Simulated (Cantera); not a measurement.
Cantera run:

```python
import numpy as np
import cantera as ct

gas_names = """
    C CH CH2 CH3 CH2OH CH3O CH4 CH3OH CO CO2 COOH C2 C2H CHCO,ketyl C2H2,acetylene C2H2,vinylidene
    CH2CO,ketene C2H3,vinyl CH3CO,acetyl C2H4 C2H4O,ethylen CH3CHO,ethanal CH3COOH (HCOOH)2 C2H5 C2H6
    CH3OCH3 C2H5OH C2O C3 C3H3,propargyl C3H4,allene C3H4,propyne C3H4,cyclo- C3H5,allyl C3H6,propylene
    C3H6,cyclo- C3H6O C3H7,n-propyl C3H7,i-propyl C3H8 C3H8O,1propanol C3H8O,2propanol C3O2 C4 C4H2
    C4H4,1,3-cyclo- C4H6,butadiene C4H6,2-butyne C4H6,cyclo- C4H8,1-butene C4H8,cis2-buten
    C4H8,tr2-butene C4H8,isobutene C4H8,cyclo- (CH3COOH)2 C4H9,n-butyl C4H9,i-butyl C4H9,s-butyl
    C4H9,t-butyl C4H10,isobutane C4H10,n-butane C5 C5H6,1,3cyclo- C5H8,cyclo- C5H10,1-pentene
    C5H10,cyclo- C5H11,pentyl C5H11,t-pentyl C5H12,n-pentane C5H12,i-pentane CH3C(CH3)2CH3 C6H2
    C6H5,phenyl C6H5O,phenoxy C6H6 C6H5OH,phenol C6H10,cyclo- C6H12,1-hexene C6H12,cyclo- C6H13,n-hexyl
    C7H7,benzyl C7H8 C7H8O,cresol C7H14,1-heptene C7H15,n-heptyl C7H16,n-heptane C8H8,styrene
    C8H10,ethylbenz C8H16,1-octene C8H17,n-octyl C8H18,isooctane C8H18,n-octane C9H19,n-nonyl
    C10H8,naphthale C10H21,n-decyl C12H9,o-bipheny C12H10,bipheny Ca CaO CaOH CaO2H2 Ca2 H HCO HO2 H2
    HCHO,formaldehy HCOOH H2O H2O2 O OH O2 O3
""".split()
cond_names = """
    C(gr) C6H6(L) C7H8(L) C8H18(L),n-octa Ca(a) Ca(b) Ca(L) CaCO3(caL) CaO(s) CaO(L) CaO2H2(s) H2O(s)
    H2O(L)
""".split()


def load(file, names, dense=False):
    # The tables refer to 1 bar. Condensed volumes are neglected.
    table = {s.name: s for s in ct.Species.list_from_file(file)}
    out = []
    for n in names:
        d = dict(table[n].input_data)
        d["thermo"] = dict(d["thermo"], **{"reference-pressure": 1e5})
        if dense:
            d["equation-of-state"] = {"model": "constant-volume", "density": "1e6 g/cm^3"}
        out.append(ct.Species.from_dict(d))
    return out


gas = ct.Solution(thermo="ideal-gas", species=load("nasa_gas.yaml", gas_names))
cond = {s.name: ct.Solution(thermo="fixed-stoichiometry", species=[s], name=s.name)
        for s in load("nasa_condensed.yaml", cond_names, dense=True)}
atoms = {
    'CaCO3': {'Ca': 1, 'C': 1, 'O': 3},
    'O2': {'O': 2},
    'H2O': {'H': 2, 'O': 1},
}
top_T = {'C(gr)': 4500}  # K; cautious upper limits of use, not melting points


def equilibrate(T, P, feed):
    n = {}
    for name, mol in feed.items():
        for a, k in atoms[name].items():
            n[a] = n.get(a, 0.0) + k * mol
    gas.TPX = T, P, n
    mass = sum(n.values()) * gas.mean_molecular_weight
    gas.equilibrate("TP")
    valid = [c for c in cond.values() if c.min_temp <= T <= top_T.get(c.name, c.max_temp)]
    mix = ct.Mixture([(gas, mass / gas.mean_molecular_weight)] + [(c, 0.0) for c in valid])
    mix.T, mix.P = T, P
    mix.equilibrate("TP", solver="vcs", rtol=1e-11, max_steps=5000)
    return mix


results = []
feed = {'CaCO3': 1, 'O2': 0.11, 'H2O': 0.35}  # mol
P = 1333.22  # Pa
for T in [773, 923, 1073, 1223, 1373, 1523, 1673, 1823, 1973]:
    mix = equilibrate(T, P, feed)
    results.append((T, P, feed, dict(zip(mix.species_names, mix.species_moles))))
    x = sorted(zip(gas.X, gas.species_names), reverse=True)
    print(f"T = {T:g} K  P = {P:g} Pa  gas = {mix.phase_moles(0):.4g} mol")
    print("   x: " + "  ".join(f"{s} {v:.3e}" for v, s in x if v > 0.001))
    print("   condensed (mol): " + ("  ".join(f"{mix.phase(i).name} {mix.phase_moles(i):.4g}"
          for i in range(1, mix.n_phases) if mix.phase_moles(i) > 1e-12) or "none"))
```

Output:

```
T = 773 K  P = 1333.22 Pa  gas = 0.4644 mol
   x: H2O 7.537e-01  O2 2.369e-01  CO2 9.390e-03
   condensed (mol): CaCO3(caL) 0.9956  CaO(s) 0.00436
T = 923 K  P = 1333.22 Pa  gas = 1.46 mol
   x: CO2 6.849e-01  H2O 2.397e-01  O2 7.534e-02
   condensed (mol): CaO(s) 1
T = 1073 K  P = 1333.22 Pa  gas = 1.46 mol
   x: CO2 6.849e-01  H2O 2.397e-01  O2 7.534e-02
   condensed (mol): CaO(s) 1
T = 1223 K  P = 1333.22 Pa  gas = 1.46 mol
   x: CO2 6.849e-01  H2O 2.397e-01  O2 7.534e-02
   condensed (mol): CaO(s) 1
T = 1373 K  P = 1333.22 Pa  gas = 1.46 mol
   x: CO2 6.849e-01  H2O 2.397e-01  O2 7.533e-02
   condensed (mol): CaO(s) 1
T = 1523 K  P = 1333.22 Pa  gas = 1.46 mol
   x: CO2 6.847e-01  H2O 2.395e-01  O2 7.532e-02
   condensed (mol): CaO(s) 1
T = 1673 K  P = 1333.22 Pa  gas = 1.461 mol
   x: CO2 6.832e-01  H2O 2.389e-01  O2 7.556e-02  CO 1.074e-03  OH 1.064e-03
   condensed (mol): CaO(s) 1
T = 1823 K  P = 1333.22 Pa  gas = 1.466 mol
   x: CO2 6.767e-01  H2O 2.368e-01  O2 7.718e-02  CO 5.492e-03  OH 2.790e-03
   condensed (mol): CaO(s) 1
T = 1973 K  P = 1333.22 Pa  gas = 1.48 mol
   x: CO2 6.548e-01  H2O 2.314e-01  O2 8.330e-02  CO 2.067e-02  OH 6.360e-03  H2 1.629e-03  O 1.356e-03
   condensed (mol): CaO(s) 1
```

Method: chemical equilibrium by Gibbs-energy minimisation in Cantera with the NASA 1993 tables (ideal gas, pure condensed phases).
